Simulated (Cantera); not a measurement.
A closed system holds: 1 mol Al(CH3)3, 0.91 mol O2, 590 mol N2, equilibrated at 13.3 mbar.

Method: chemical equilibrium by Gibbs-energy minimisation in Cantera with the NASA 1993 tables (ideal gas, pure condensed phases). Candidate condensed phases: Al, AlN, Al2O3, C, C6H6, C7H8, C8H18, H2O; 148 gas species. The feed counts by its element totals alone. Mutual solubility and eutectic melting of coexisting phases are not modelled. Equilibrium is a limit: real reactors are often held back by kinetics, nucleation or transport.

Task: Which condensed phases are stable at each of these points (T (°C)): 902, 927, 952, 977, 1002, 1027, 1052, 1077, 1102, 1127?

Result: 
```csv
T (°C),condensed phases,Al condensed (%)
902,AlN(s) + Al2O3(s) + C(graphite),100.0
927,AlN(s) + Al2O3(s) + C(graphite),100.0
952,AlN(s) + C(graphite),100.0
977,AlN(s) + C(graphite),100.0
1002,AlN(s) + C(graphite),100.0
1027,AlN(s) + C(graphite),100.0
1052,AlN(s) + C(graphite),100.0
1077,AlN(s) + C(graphite),100.0
1102,AlN(s) + C(graphite),100.0
1127,AlN(s) + C(graphite),100.0
```

From 902 °C to 927 °C the condensed part is AlN(s) + Al2O3(s) + C(graphite). From 952 °C to 1127 °C the condensed part is AlN(s) + C(graphite).
